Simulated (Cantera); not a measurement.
**Adiabatic ignition**

An adiabatic, constant-volume homogeneous reactor starts with 1.19 % CH₄, 0.167 % H₂, 8.22 % O₂, 90.4 % N₂, equivalence ratio 0.30, at 1100 K and 15.8 atm.

Cantera simulation using GRI-Mech 3.0 (53 species, 325 reactions); the numbers are that mechanism's predictions, not measurements. The pressure lies above the range GRI-Mech 3.0 was tuned for (to about 10 atm).

| t (s) | T (K) | P (bar) | x CH₄ | x H₂ | x O₂ | x HCN | x C₂H₂ | x NO |
|---|---|---|---|---|---|---|---|---|
| 5.00e-6 | 1100 | 16.0 | 0.0119 | 0.00167 | 0.0822 | <1e-12 | <1e-12 | <1e-12 |
| 1.50e-5 | 1100 | 16.0 | 0.0119 | 0.00167 | 0.0822 | <1e-12 | <1e-12 | <1e-12 |
| 4.50e-5 | 1100 | 16.0 | 0.0119 | 0.00167 | 0.0822 | <1e-12 | <1e-12 | <1e-12 |
| 0.000135 | 1100 | 16.0 | 0.0119 | 0.00167 | 0.0822 | <1e-12 | <1e-12 | <1e-12 |
| 0.000405 | 1100 | 16.0 | 0.0119 | 0.00167 | 0.0822 | <1e-12 | <1e-12 | <1e-12 |
| 0.00122 | 1100 | 16.0 | 0.0119 | 0.00167 | 0.0822 | <1e-12 | <1e-12 | <1e-12 |
| 0.00365 | 1101 | 16.0 | 0.0118 | 0.00165 | 0.0821 | <1e-12 | 1.26e-11 | <1e-12 |
| 0.0110 | 1476 | 21.5 | <1e-12 | 6.55e-7 | 0.0576 | 1.26e-12 | 9.90e-12 | 5.41e-8 |
| 0.0329 | 1478 | 21.5 | <1e-12 | 3.23e-8 | 0.0576 | <1e-12 | <1e-12 | 7.04e-8 |
| 0.0987 | 1478 | 21.5 | <1e-12 | 3.23e-8 | 0.0576 | <1e-12 | <1e-12 | 8.02e-8 |
| 0.296 | 1478 | 21.5 | <1e-12 | 3.23e-8 | 0.0576 | <1e-12 | <1e-12 | 1.10e-7 |
| 0.888 | 1478 | 21.5 | <1e-12 | 3.23e-8 | 0.0576 | <1e-12 | <1e-12 | 1.98e-7 |
| 2.67 | 1478 | 21.5 | <1e-12 | 3.23e-8 | 0.0576 | <1e-12 | <1e-12 | 4.62e-7 |
| 8.00 | 1478 | 21.5 | <1e-12 | 3.23e-8 | 0.0576 | <1e-12 | <1e-12 | 1.25e-6 |
x: mole fraction; the columns are a selection and need not sum to one.

```
Property                                                             Value
---------------------------------  ---------------------------------------
time of steepest temperature rise                                  8.13 ms
temperature at 8.00 s                                               1478 K
equilibrium temperature                                             1476 K
x(CH₄) at 8.00 s                     <1e-12 (gas-phase equilibrium <1e-12)
x(H₂) at 8.00 s                    3.23e-8 (gas-phase equilibrium 3.15e-8)
x(O₂) at 8.00 s                      0.0576 (gas-phase equilibrium 0.0573)
```
